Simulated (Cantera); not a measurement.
Input: 1 mol CH₃SiH₃, 0.042 mol HCl, 47 mol H₂, at 0.0320 bar.

These are equilibrium values from Cantera (NASA tables, ideal gas, pure condensed phases), not measurements of a reactor. Candidate condensed phases: C, C₆H₆, C₇H₈, C₈H₁₈, Si, SiC; 109 gas species. The feed counts by its element totals alone. The numbers say what is thermodynamically allowed, not how fast it happens. All values below are at 1502 °C.

Base state: H₂ 0.998, H 0.00162, HCl 0.000837 (mole fractions); condensed: SiC(s).

**Question.** What changes in the equilibrium state with this change: pressure from 0.0320 bar to 0.00660 bar?

**Answer.** 
```json
[
 {"species": "H₂", "before": "0.998", "after": "0.996"},
 {"species": "H", "before": "0.00162", "after": "0.00355"},
 {"species": "HCl", "before": "0.000837", "after": "0.000835"},
 {"species": "Si", "before": "8.34e-6", "after": "2.34e-5"},
 {"species": "C₂H₂ (acetylene)", "before": "4.42e-6", "after": "1.31e-5"},
 {"species": "SiC(s), mol", "before": "0.999", "after": "0.999"}
]
```
